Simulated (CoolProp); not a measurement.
A single-stage vapour-compression cycle with the fluid: evaporating at 258.15 K (dew point), condensing at 301.15 K (bubble point), superheat 10 K, subcooling 8 K, compressor efficiency 0.85, no pressure losses. The same conditions are run with several fluids, on thermodynamics alone (safety and materials aside).

Values from CoolProp's reference Helmholtz-energy equation of state of each fluid (R236EA: Rui 2013; n-perfluoropentane: Gao 2022; propylene: Lemmon 2013; R134a: Tillner-Roth 1994; vinyl chloride: Thol 2022; chlorine: Thol 2021).

Task: Rank R236EA, n-perfluoropentane, propylene, R134a, vinyl chloride, chlorine by cooling COP, highest first.

Result: vinyl chloride (4.56), R236EA (4.53), R134a (4.47), propylene (4.39), chlorine (4.36), n-perfluoropentane (4.29)

| fluid | pressure ratio | discharge temperature (K) | refrigerating effect (kJ/kg) | volumetric capacity (kJ/m³) |
|---|---|---|---|---|
| R236EA | 5.82 | 309.4 | 141 | 383 |
| n-perfluoropentane | 6.86 | 301.1 | 74.9 | 138 |
| propylene | 3.42 | 328.2 | 328 | 2430 |
| R134a | 4.43 | 323.1 | 170 | 1350 |
| vinyl chloride | 4.46 | 350.7 | 312 | 868 |
| chlorine | 3.86 | 390.2 | 247 | 1780 |

The compression ends wet for: n-perfluoropentane.
